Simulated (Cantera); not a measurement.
**Thermal oxidation and active oxidation of silicon: Si + O2 + H2**

Feed: 1 mol Si, 0.0025 mol O2, 10 mol H2, equilibrated at 97.0 Pa.

These are equilibrium values from Cantera (NASA tables, ideal gas, pure condensed phases), not measurements of a reactor. Candidate condensed phases: H2O, Si, SiO2; 18 gas species. Mutual solubility and eutectic melting of coexisting phases are not modelled. The tables hold silica as quartz up to 1696 K and as liquid above; real silica turns to tridymite and cristobalite and melts near 1996 K. Kinetics and transport are ignored.

From 825 °C to 875 °C the condensed part is Si(s) + SiO2(β-quartz). From 925 °C to 1125 °C the condensed part is Si(s). The main Si-bearing gas is SiO throughout.

```csv
T (°C),x H2,x SiO,x H,x Si,x SiH2,n Si(s),n SiO2(β-quartz)
825,1.000,2.22e-5,7.94e-7,2.23e-11,1.25e-9,0.997,0.00239
875,1.000,0.000115,2.30e-6,1.88e-10,3.97e-9,0.997,0.00192
925,0.999,0.000500,6.10e-6,1.33e-9,1.14e-8,0.995,0
975,0.999,0.000500,1.50e-5,8.00e-9,3.01e-8,0.995,0
1025,0.999,0.000500,3.44e-5,4.19e-8,7.38e-8,0.995,0
1075,0.999,0.000500,7.43e-5,1.94e-7,1.69e-7,0.995,0
1125,0.999,0.000500,0.000152,8.03e-7,3.65e-7,0.995,0
```
x: gas mole fraction; n: condensed amount in mol.
